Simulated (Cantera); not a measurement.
Input: 1 mol Al, 6.6 mol HCl, at 1225 K and 13.3 mbar.

Method: chemical equilibrium by Gibbs-energy minimisation in Cantera with the NASA 1993 tables (ideal gas, pure condensed phases). Candidate condensed phases: Al, AlCl3; 12 gas species. The tables' values for AlCl2 are old estimates; treat these amounts as uncertain. Rates play no part.

Base state: HCl 0.590, H2 0.246, AlCl3 0.164, AlCl2 6.56e-5 (mole fractions); condensed: gas only.

### Question
What changes in the equilibrium state with this change: temperature from 1225 K to 573.15 K?

### Answer
```
species   before   after
-------  -------  ------
HCl        0.590   0.632
H2         0.246   0.263
Al2Cl6   2.91e-6  0.0703
AlCl3      0.164  0.0349
AlCl2    6.56e-5   <1e-9
```
